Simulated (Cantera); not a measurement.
A closed system holds: 1 mol Si₂Cl₆, a varied amount of N₂, at 0.540 bar.

Equilibrium computed with Cantera from the NASA thermochemical tables; the gas is ideal and each condensed phase is pure. Candidate condensed phases: Si, Si₃N₄; 13 gas species. The feed counts by its element totals alone. N₂ is the only nitrogen source here; it is nearly inert below about 1500 K, so the nitride shown seldom forms there in practice. The tables' values for SiCl₃ are old estimates. Rates play no part.

Stable condensed phases, one row left out:

```
T in K \ n(N₂) in mol
          15  26  37  48  60  71  82  93 100 120 130 140
   1748    A   A   A   A   A   A   A   A   A   A   A   A
   1698    A   A   A   A   A   A   A   A   A   A   A   A
   1648    B   A   A   A   A   A   A   A   A   A   A   A
   1548    B   B   B   B   B   B   B   B   B   B   B   B
   1498    B   B   B   B   B   B   B   B   B   B   B   B
   1448    B   B   B   B   B   B   B   B   B   B   B   B
   1398    B   B   B   B   B   B   B   B   B   B   B   B
   1348    B   B   B   B   B   B   B   B   B   B   B   B
   1298    B   B   B   B   B   B   B   B   B   B   B   B
   1248    B   B   B   B   B   B   B   B   B   B   B   B
   1198    B   B   B   B   B   B   B   B   B   B   B   B
```

A: gas only; B: Si₃N₄.

**Question.** Give the row for 1598 K.

**Answer.** 15: Si₃N₄; 26: Si₃N₄; 37: Si₃N₄; 48: Si₃N₄; 60: Si₃N₄; 71: Si₃N₄; 82: Si₃N₄; 93: gas only; 100: gas only; 120: gas only; 130: gas only; 140: gas only.
